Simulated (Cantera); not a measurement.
Cantera run:

```python
import numpy as np
import cantera as ct

gas_names = """
    H H2 Hg
""".split()
cond_names = """
    Hg(cr) Hg(L)
""".split()


# ... load() reads the species with a 1 bar reference pressure and builds the phases ...
atoms = {
    'Hg': {'Hg': 1},
    'H2': {'H': 2},
}
top_T = {}  # K; cautious upper limits of use, not melting points


# ... equilibrate(T, P, feed) seeds the gas with the atoms and calls Mixture.equilibrate('TP', solver="vcs", rtol=1e-11, max_steps=5000) ...
results = []
feed = {'Hg': 1, 'H2': 0.73}  # mol
T = 1348.15  # K
P = 170  # Pa
mix = equilibrate(T, P, feed)
results.append((T, P, feed, dict(zip(mix.species_names, mix.species_moles))))
print(gas.report(threshold=0.001))
for i in range(1, mix.n_phases):
    print(f"{mix.phase(i).name:16s} {mix.phase_moles(i):12.5e} mol")
```

Result:

```
       temperature   1348.2 K
          pressure   170 Pa
           density   0.0017714 kg/m^3
  mean mol. weight   116.8 kg/kmol
   phase of matter   gas

                          1 kg             1 kmol
                     ---------------   ---------------
          enthalpy        5.2552e+05         6.138e+07  J
   internal energy        4.2955e+05        5.0171e+07  J
           entropy            2157.6          2.52e+05  J/K
    Gibbs function       -2.3832e+06       -2.7835e+08  J
 heat capacity c_p             217.5             25403  J/K
 heat capacity c_v            146.31             17089  J/K

                      mass frac. Y      mole frac. X     chem. pot. / RT
                     ---------------   ---------------   ---------------
                H2         0.0072829           0.42194           -25.537
                Hg           0.99272           0.57802           -24.319
     [   +1 minor]        3.1528e-07        3.6531e-05

Hg(L)             0.00000e+00 mol
```

Cantera equilibrium calculation (NASA polynomials, part measured and part estimated; ideal gas, pure solids and liquids).
